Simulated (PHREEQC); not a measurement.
Consider water at 25 °C with 0.0099 mol/kgw CsOH, 0.0005 mol/kgw H3BO3 and 0.0022 mol/kgw NaNO3. Closed to the air; pH follows from the charge balance.

Computed with PHREEQC (ion-association model, wateq4f.dat).

This is a speciation only: nothing precipitates in the calculation.

Predict the pH.

pH 11.92.
